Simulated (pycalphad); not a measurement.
An equivalent pycalphad script:

```python
from pycalphad import Database, equilibrium, calculate, variables as v
import numpy as np
db = Database('COST507.tdb')
comps = ['TI', 'HF', 'B', 'VA']
phases = ['B2M', 'B2TI', 'B4M3', 'B4TI3', 'BCC_A2', 'BETA_RHOMBO_B', 'BM', 'BTI', 'HCP_A3', 'LIQUID']
eq = equilibrium(db, comps, phases, {v.X('HF'): 0.0155, v.X('B'): 0.016, v.T: np.arange(2850, 499, -75), v.P: 101325, v.N: 1}, output=['HM', 'SM'])
```

Computed with pycalphad from the COST 507 light-alloy database (1999), at 1 atm. These are 1990s assessments: newer ones move some temperatures and phases. Amounts are mole fractions of atoms. Diffusion is slow at the low end, where real alloys seldom reach equilibrium.

Results at three of the temperatures:

```
T = 2175.00 K, P = 101325 Pa, N = 1 mol of atoms
G = -148013 J/mol, H = 79136 J/mol, S = 104.44 J/(mol K)  (SER reference)
chemical potentials (J/mol): Ti -144449, Hf -255938, B -259195
phase             fraction      x(Ti)      x(Hf)       x(B)
LIQUID              1.0000     0.9685     0.0155     0.0160
```

```
T = 1350.00 K, P = 101325 Pa, N = 1 mol of atoms
G = -73271 J/mol, H = 33096 J/mol, S = 78.79 J/(mol K)  (SER reference)
chemical potentials (J/mol): Ti -70377, Hf -136490, B -187219
phase             fraction      x(Ti)      x(Hf)       x(B)
BCC_A2              0.9710     0.9825     0.0159     0.0015
BM                  0.0290     0.4989     0.0011     0.5000
```

```
T = 1125.00 K, P = 101325 Pa, N = 1 mol of atoms
G = -56204 J/mol, H = 22281 J/mol, S = 69.76 J/(mol K)  (SER reference)
chemical potentials (J/mol): Ti -53377, Hf -104216, B -180860
phase             fraction      x(Ti)      x(Hf)       x(B)
HCP_A3              0.9710     0.9825     0.0159     0.0015
BM                  0.0290     0.4989     0.0011     0.5000
```

Changes of the phase set, refined by bisection:

```
T (°C)    phases above    phases below
------  --------------  --------------
1630.7          liquid    bcc + liquid
1541.1    bcc + liquid        bcc + BM
871.5         bcc + BM  bcc + BM + hcp
867.9   bcc + BM + hcp        BM + hcp
```

Database names, with the compositions (at.%) that they take in these runs: BM: Ti 50 B 50. BCC_A2 is bcc; HCP_A3 is hcp.
